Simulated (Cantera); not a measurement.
## Reactions in the system Cl-Cs-H-O

Standard-state values (1 bar) from the NASA 1993 polynomials, evaluated with Cantera. Values are per mole of reaction as written; species without (g) are pure solids or liquids, kept so even where they would boil at 1 bar.

2 H2O(g) + 2 Cs + Cl2(g) → 2 HCl(g) + 2 CsOH

| T (K) | ΔH° (kJ) | ΔS° (J/K) | ΔG° (kJ) | log10 K |
|---|---|---|---|---|
| 775 | -491.7 | -123.2 | -396.2 | 26.70 |
| 825 | -489.1 | -120.0 | -390.1 | 24.70 |
| 875 | -486.6 | -117.0 | -384.2 | 22.94 |
| 925 | -484.1 | -114.3 | -378.4 | 21.37 |
| 975 | -481.7 | -111.8 | -372.8 | 19.97 |
| 1025 | -479.4 | -109.4 | -367.2 | 18.71 |
| 1075 | -477.2 | -107.3 | -361.8 | 17.58 |
| 1125 | -475.0 | -105.4 | -356.5 | 16.55 |
| 1175 | -473.0 | -103.6 | -351.3 | 15.62 |
| 1225 | -471.1 | -102.0 | -346.1 | 14.76 |
| 1275 | -469.4 | -100.6 | -341.1 | 13.97 |
